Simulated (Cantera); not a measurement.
A closed system holds: 1 mol Si, 3.3 mol Cl2, at 750 Torr.

These are equilibrium values from Cantera (NASA tables, ideal gas, pure condensed phases), not measurements of a reactor. Candidate condensed phases: Si; 9 gas species. The tables' values for SiCl3 are old estimates; treat these amounts as uncertain. The numbers say what is thermodynamically allowed, not how fast it happens. All values below are at 1227 °C.

Base state: Cl2 0.532, SiCl4 0.425, Cl 0.0426, SiCl3 1.79e-5 (mole fractions); condensed: gas only.

### Question
What changes in the equilibrium state with this change: 0.0058 mol NH3 added?

### Answer
```csv
species,before,after
Cl2,0.532,0.526
SiCl4,0.425,0.423
Cl,0.0426,0.0424
HCl,0,0.00737
N2,0,0.00123
SiCl3,1.79e-5,1.79e-5
```
Further candidate phases: NH4Cl, Si3N4.
